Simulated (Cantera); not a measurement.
Input: 1 mol borazine, 6.1 mol O₂, 1.7 mol N₂, 2.9 mol H₂O, held at 0.920 bar.

Cantera equilibrium calculation (NASA polynomials, part measured and part estimated; ideal gas, pure solids and liquids). Candidate condensed phases: B, BN, B₂O₃, B₃O₃H₃, H₂O; 39 gas species. The feed counts by its element totals alone. Gases not in the tables: H₃BO₃. Equilibrium is a limit: real reactors are often held back by kinetics, nucleation or transport. All values below are at 1048 K.

Base state: H₂O 0.506, N₂ 0.281, O₂ 0.206, (HBO₂)₃ 0.00761, HBO₂ 5.06e-5, NO 3.06e-5 (mole fractions); condensed: B₂O₃(l).

Q: What changes in the equilibrium state with this change: H₂O from 2.9 to 0.16 mol?

A: 
```json
[
 {"species": "N₂", "before": "0.281", "after": "0.368"},
 {"species": "H₂O", "before": "0.506", "after": "0.357"},
 {"species": "O₂", "before": "0.206", "after": "0.270"},
 {"species": "(HBO₂)₃", "before": "0.00761", "after": "0.00451"},
 {"species": "NO", "before": "3.06e-5", "after": "4.01e-5"},
 {"species": "HBO₂", "before": "5.06e-5", "after": "4.25e-5"},
 {"species": "B₂O₃(l), mol", "before": "1.37", "after": "1.44"}
]
```

Q: What changes in the equilibrium state with this change: N₂ from 1.7 to 20 mol?

A: 
| species | before | after |
|---|---|---|
| N₂ | 0.281 | 0.723 |
| H₂O | 0.506 | 0.196 |
| O₂ | 0.206 | 0.0790 |
| (HBO₂)₃ | 0.00761 | 0.00183 |
| HBO₂ | 5.06e-5 | 3.15e-5 |
| NO | 3.06e-5 | 3.04e-5 |
| B₂O₃(l), mol | 1.37 | 1.42 |
